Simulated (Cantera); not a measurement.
**Adiabatic ignition**

An adiabatic, constant-pressure homogeneous reactor starts with 1.54 % C3H8, 20.3 % O2, 76.2 % N2, 2.00 % H2O, equivalence ratio 0.38, at 1600 K and 330000 Pa.

Cantera simulation using GRI-Mech 3.0 (53 species, 325 reactions); the numbers are that mechanism's predictions, not measurements. GRI-Mech 3.0 was tuned for natural gas; its chemistry of propane as a main component is partial and can be far from experiment.

```json
[
 {"t (s)": "1.00e-6", "T (K)": "1597", "x C3H8": "0.0150", "x O2": "0.203", "x H2O": "0.0200", "x O": "5.86e-6", "x H2": "6.61e-5", "x H": "1.23e-5", "x HCN": "<1e-12"},
 {"t (s)": "5.93e-6", "T (K)": "1595", "x C3H8": "0.0109", "x O2": "0.200", "x H2O": "0.0220", "x O": "2.36e-5", "x H2": "0.00119", "x H": "5.03e-5", "x HCN": "1.46e-10"},
 {"t (s)": "3.51e-5", "T (K)": "2208", "x C3H8": "<1e-12", "x O2": "0.122", "x H2O": "0.0705", "x O": "0.00844", "x H2": "0.00209", "x H": "0.00227", "x HCN": "1.77e-12"},
 {"t (s)": "0.000208", "T (K)": "2365", "x C3H8": "<1e-12", "x O2": "0.123", "x H2O": "0.0769", "x O": "0.00145", "x H2": "0.000377", "x H": "0.000150", "x HCN": "<1e-12"},
 {"t (s)": "0.00123", "T (K)": "2365", "x C3H8": "<1e-12", "x O2": "0.122", "x H2O": "0.0770", "x O": "0.00139", "x H2": "0.000363", "x H": "0.000142", "x HCN": "<1e-12"},
 {"t (s)": "0.00730", "T (K)": "2360", "x C3H8": "<1e-12", "x O2": "0.121", "x H2O": "0.0771", "x O": "0.00135", "x H2": "0.000356", "x H": "0.000137", "x HCN": "<1e-12"},
 {"t (s)": "0.0433", "T (K)": "2346", "x C3H8": "<1e-12", "x O2": "0.118", "x H2O": "0.0772", "x O": "0.00123", "x H2": "0.000336", "x H": "0.000124", "x HCN": "<1e-12"},
 {"t (s)": "0.256", "T (K)": "2342", "x C3H8": "<1e-12", "x O2": "0.117", "x H2O": "0.0773", "x O": "0.00119", "x H2": "0.000330", "x H": "0.000121", "x HCN": "<1e-12"},
 {"t (s)": "1.52", "T (K)": "2342", "x C3H8": "<1e-12", "x O2": "0.117", "x H2O": "0.0773", "x O": "0.00119", "x H2": "0.000330", "x H": "0.000121", "x HCN": "<1e-12"},
 {"t (s)": "9.00", "T (K)": "2342", "x C3H8": "<1e-12", "x O2": "0.117", "x H2O": "0.0773", "x O": "0.00119", "x H2": "0.000330", "x H": "0.000121", "x HCN": "<1e-12"}
]
```
x: mole fraction; the columns are a selection and need not sum to one.

```
Quantity                                                          Result
---------------------------------  -------------------------------------
time of steepest temperature rise                                15.1 µs
temperature at 9.00 s                                             2342 K
equilibrium temperature                                           2342 K
x(C3H8) at 9.00 s                  <1e-12 (gas-phase equilibrium <1e-12)
x(O2) at 9.00 s                      0.117 (gas-phase equilibrium 0.117)
x(H2O) at 9.00 s                   0.0773 (gas-phase equilibrium 0.0773)
```
